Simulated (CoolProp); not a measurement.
Properties of R13 along the isotherm 176.85 °C.

Computed with CoolProp (reference Helmholtz-energy equation of state, Platzer 1990). This equation is an older, rougher fit.

| p (bar) | phase | cp (kJ/(kg K)) | cv (kJ/(kg K)) | isothermal compressibility (1/MPa) | expansivity (1/kK) | conductivity (mW/(m K)) |
|---|---|---|---|---|---|---|
| 1.32 | gas | 0.7839 | 0.7029 | 7.596 | 2.247 | 22.6 |
| 2.65 | gas | 0.7857 | 0.7034 | 3.794 | 2.273 | 22.8 |
| 3.97 | gas | 0.7875 | 0.7038 | 2.539 | 2.298 | 22.9 |
| 5.3 | gas | 0.7894 | 0.7042 | 1.907 | 2.324 | 23.0 |
| 6.62 | gas | 0.7913 | 0.7046 | 1.531 | 2.351 | 23.2 |
| 7.95 | gas | 0.7932 | 0.7050 | 1.278 | 2.377 | 23.3 |
| 9.27 | gas | 0.7951 | 0.7054 | 1.099 | 2.404 | 23.4 |
| 10.6 | gas | 0.7971 | 0.7058 | 0.9639 | 2.432 | 23.6 |
| 11.9 | gas | 0.7990 | 0.7062 | 0.8609 | 2.459 | 23.7 |
| 13.2 | gas | 0.8010 | 0.7066 | 0.7782 | 2.486 | 23.8 |
| 14.6 | gas | 0.8032 | 0.7070 | 0.7055 | 2.516 | 24.0 |
| 15.9 | gas | 0.8052 | 0.7074 | 0.6495 | 2.544 | 24.1 |
| 17.2 | gas | 0.8072 | 0.7078 | 0.6020 | 2.572 | 24.2 |
| 18.5 | gas | 0.8093 | 0.7082 | 0.5612 | 2.600 | 24.3 |
| 19.9 | gas | 0.8116 | 0.7086 | 0.5231 | 2.631 | 24.5 |

Thermal conductivity comes from a separate model (Huber 2003), an estimate that may be off by 10 % or more.
